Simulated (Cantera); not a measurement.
A closed system holds: 1 mol B2H6, 0.77 mol N2, 0.33 mol H2, held at 1.00 Torr.

These are equilibrium values from Cantera (NASA tables, ideal gas, pure condensed phases), not measurements of a reactor. Candidate condensed phases: B, BN; 15 gas species. The feed counts by its element totals alone. N2 is the only nitrogen source here; it is nearly inert below about 1500 K, so the nitride shown seldom forms there in practice. Mutual solubility and eutectic melting of coexisting phases are not modelled. Equilibrium is a limit: real reactors are often held back by kinetics, nucleation or transport.

Question: Which condensed phases are stable at each of these points (T (K)): 1125, 1225, 1325, 1425, 1525, 1625, 1725, 1825, 1925, 2025, 2125?

Answer: 
| T (K) | condensed phases | B condensed (%) |
|---|---|---|
| 1125 | B(s) + BN(s) | 100.0 |
| 1225 | B(s) + BN(s) | 100.0 |
| 1325 | B(s) + BN(s) | 100.0 |
| 1425 | B(s) + BN(s) | 100.0 |
| 1525 | B(s) + BN(s) | 100.0 |
| 1625 | B(s) + BN(s) | 100.0 |
| 1725 | B(s) + BN(s) | 100.0 |
| 1825 | B(s) + BN(s) | 100.0 |
| 1925 | B(s) + BN(s) | 99.9 |
| 2025 | B(s) + BN(s) | 99.9 |
| 2125 | B(s) | 99.7 |

From 1125 K to 2025 K the condensed part is B(s) + BN(s). At 2125 K the condensed part is B(s).
